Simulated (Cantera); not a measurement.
What does this Cantera script print?

```python
import numpy as np
import cantera as ct

gas_names = """
    CL CL2 H HCL H2 N NH NH2 NH3 N2 N2H2 N2H4 Si SiCL SiCL2 SiCL3 SiCL4 SiH SiHCL3 SiH2 SiH2CL2 SiH3
    SiH3CL SiH4 SiN Si2 Si2N Si3
""".split()
cond_names = """
    NH4CL(a) NH4CL(b) Si(cr) Si(L) Si3N4(a)
""".split()


# ... load() reads the species with a 1 bar reference pressure and builds the phases ...
atoms = {
    'SiH2Cl2': {'Si': 1, 'H': 2, 'CL': 2},
    'HCl': {'H': 1, 'CL': 1},
    'N2': {'N': 2},
}
top_T = {'Si3N4(a)': 2400}  # K; cautious upper limits of use, not melting points


# ... equilibrate(T, P, feed) seeds the gas with the atoms and calls Mixture.equilibrate('TP', solver="vcs", rtol=1e-11, max_steps=5000) ...
results = []
feed = {'SiH2Cl2': 1, 'HCl': 0.47, 'N2': 3.4}  # mol
P = 1000  # Pa
for T in [1000, 1050, 1100, 1150, 1200, 1250, 1300, 1350, 1400, 1450, 1500, 1550, 1600, 1650]:
    mix = equilibrate(T, P, feed)
    results.append((T, P, feed, dict(zip(mix.species_names, mix.species_moles))))
    x = sorted(zip(gas.X, gas.species_names), reverse=True)
    print(f"T = {T:g} K  P = {P:g} Pa  gas = {mix.phase_moles(0):.4g} mol")
    print("   x: " + "  ".join(f"{s} {v:.3e}" for v, s in x if v > 1e-05))
    print("   condensed (mol): " + ("  ".join(f"{mix.phase(i).name} {mix.phase_moles(i):.4g}"
          for i in range(1, mix.n_phases) if mix.phase_moles(i) > 1e-12) or "none"))
```

Output:

```
T = 1000 K  P = 1000 Pa  gas = 5.115 mol
   x: N2 5.688e-01  HCL 2.762e-01  H2 1.033e-01  SiCL4 5.150e-02  SiHCL3 1.357e-04  SiCL3 7.345e-05
   condensed (mol): Si3N4(a) 0.2452
T = 1050 K  P = 1000 Pa  gas = 5.118 mol
   x: N2 5.675e-01  HCL 2.824e-01  H2 9.999e-02  SiCL4 4.976e-02  SiCL3 1.855e-04  SiHCL3 1.829e-04  SiCL2 1.253e-05
   condensed (mol): Si3N4(a) 0.2478
T = 1100 K  P = 1000 Pa  gas = 5.121 mol
   x: N2 5.662e-01  HCL 2.878e-01  H2 9.710e-02  SiCL4 4.808e-02  SiCL3 4.291e-04  SiHCL3 2.392e-04  SiCL2 5.330e-05
   condensed (mol): Si3N4(a) 0.25
T = 1150 K  P = 1000 Pa  gas = 5.125 mol
   x: N2 5.652e-01  HCL 2.925e-01  H2 9.459e-02  SiCL4 4.636e-02  SiCL3 9.177e-04  SiHCL3 3.045e-04  SiCL2 1.987e-04
   condensed (mol): Si3N4(a) 0.2517
T = 1200 K  P = 1000 Pa  gas = 5.131 mol
   x: N2 5.642e-01  HCL 2.961e-01  H2 9.247e-02  SiCL4 4.435e-02  SiCL3 1.825e-03  SiCL2 6.589e-04  SiHCL3 3.768e-04
   condensed (mol): Si3N4(a) 0.2526
T = 1250 K  P = 1000 Pa  gas = 5.141 mol
   x: N2 5.634e-01  HCL 2.983e-01  H2 9.086e-02  SiCL4 4.169e-02  SiCL3 3.377e-03  SiCL2 1.959e-03  SiHCL3 4.518e-04
   condensed (mol): Si3N4(a) 0.252
T = 1300 K  P = 1000 Pa  gas = 5.16 mol
   x: N2 5.625e-01  HCL 2.982e-01  H2 8.997e-02  SiCL4 3.778e-02  SiCL3 5.772e-03  SiCL2 5.232e-03  SiHCL3 5.194e-04
   condensed (mol): Si3N4(a) 0.2485
T = 1350 K  P = 1000 Pa  gas = 5.198 mol
   x: N2 5.617e-01  HCL 2.941e-01  H2 9.025e-02  SiCL4 3.191e-02  SiCL2 1.247e-02  SiCL3 8.932e-03  SiHCL3 5.607e-04  CL 1.944e-05
   condensed (mol): Si3N4(a) 0.24
T = 1400 K  P = 1000 Pa  gas = 5.263 mol
   x: N2 5.611e-01  HCL 2.838e-01  H2 9.248e-02  SiCL2 2.608e-02  SiCL4 2.385e-02  SiCL3 1.210e-02  SiHCL3 5.500e-04  CL 3.738e-05  H 1.479e-05
   condensed (mol): Si3N4(a) 0.2236
T = 1450 K  P = 1000 Pa  gas = 5.355 mol
   x: N2 5.610e-01  HCL 2.653e-01  H2 9.769e-02  SiCL2 4.675e-02  SiCL4 1.487e-02  SiCL3 1.380e-02  SiHCL3 4.721e-04  CL 6.539e-05  H 2.956e-05
   condensed (mol): Si3N4(a) 0.1978
T = 1500 K  P = 1000 Pa  gas = 5.461 mol
   x: N2 5.621e-01  HCL 2.390e-01  H2 1.064e-01  SiCL2 7.141e-02  SiCL3 1.303e-02  SiCL4 7.551e-03  SiHCL3 3.483e-04  CL 1.040e-04  H 5.743e-05
   condensed (mol): Si3N4(a) 0.1652
T = 1550 K  P = 1000 Pa  gas = 5.561 mol
   x: N2 5.644e-01  HCL 2.081e-01  H2 1.179e-01  SiCL2 9.533e-02  SiCL3 1.054e-02  SiCL4 3.248e-03  SiHCL3 2.263e-04  CL 1.523e-04  H 1.081e-04
   condensed (mol): Si3N4(a) 0.1306
T = 1600 K  P = 1000 Pa  gas = 5.646 mol
   x: N2 5.676e-01  HCL 1.766e-01  H2 1.303e-01  SiCL2 1.160e-01  SiCL3 7.743e-03  SiCL4 1.273e-03  CL 2.104e-04  H 1.962e-04  SiHCL3 1.357e-04  SiCL 2.201e-05
   condensed (mol): Si3N4(a) 0.09781
T = 1650 K  P = 1000 Pa  gas = 5.716 mol
   x: N2 5.708e-01  HCL 1.475e-01  H2 1.421e-01  SiCL2 1.330e-01  SiCL3 5.406e-03  SiCL4 4.824e-04  H 3.425e-04  CL 2.786e-04  SiHCL3 7.805e-05  SiCL 5.847e-05
   condensed (mol): Si3N4(a) 0.06849
```

These are equilibrium values from Cantera (NASA tables, ideal gas, pure condensed phases), not measurements of a reactor. N2 is the only nitrogen source here; it is nearly inert below about 1500 K, so the nitride shown seldom forms there in practice. The tables' values for SiCl3, SiCl are old estimates; treat these amounts as uncertain.
